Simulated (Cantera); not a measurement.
**Moist CO burnout**

An isothermal, constant-pressure homogeneous reactor starts with 0.237 % CO, 1.09 % O2, 0.0168 % H2O, 98.7 % N2, equivalence ratio 0.11, at 1150 K and 750 Torr.

Computed with Cantera and GRI-Mech 3.0 (53 species, 325 reactions).

```
t (s)         x CO     x O2     x H2O    x H2O2     x CO2
--------  --------  -------  --------  --------  --------
0.000400   0.00237   0.0109  0.000168    <1e-12  2.24e-10
0.000868   0.00237   0.0109  0.000168    <1e-12  4.98e-10
0.00188    0.00237   0.0109  0.000168    <1e-12   1.16e-9
0.00408    0.00237   0.0109  0.000168    <1e-12   3.03e-9
0.00885    0.00237   0.0109  0.000168    <1e-12   1.04e-8
0.0192     0.00237   0.0109  0.000168    <1e-12   6.77e-8
0.0417     0.00237   0.0109  0.000168  3.48e-10   2.55e-6
0.0904     0.00178   0.0105  0.000164   5.92e-9  0.000587
0.196     0.000770   0.0101  0.000166   3.55e-9   0.00160
0.425     0.000245  0.00980  0.000167   1.38e-9   0.00213
0.922      6.02e-5  0.00971  0.000167  3.59e-10   0.00231
2.00       1.15e-5  0.00968  0.000168  7.43e-11   0.00236
```
x: mole fraction; the columns are a selection and need not sum to one.

Equilibrium at this temperature and pressure: CO 1.24e-10, O2 0.00966, H2O 0.000168, H2O2 <1e-12, CO2 0.00237 (gas phase only).
